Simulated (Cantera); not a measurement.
Mixture: 14.5 % CH4, 0.668 % CO, 17.3 % O2, 64.9 % N2, 2.61 % H2O, at 32000 Pa, adiabatic and at constant pressure. Ignition delay is the time to a rise of 400 K.

Detailed kinetics in Cantera: GRI-Mech 3.0 (53 species, 325 reactions).

Predict: delay at 1023 K; delay at 1123 K; delay at 1223 K; delay at 1323 K; delay at 1423 K; apparent activation energy between 1323 and 1423 K.


```json
{
 "delay at 1023 K": "3.41 s",
 "delay at 1123 K": "0.590 s",
 "delay at 1223 K": "0.123 s",
 "delay at 1323 K": "30.2 ms",
 "delay at 1423 K": "8.60 ms",
 "apparent activation energy between 1323 and 1423 K": "200 kJ/mol"
}
```
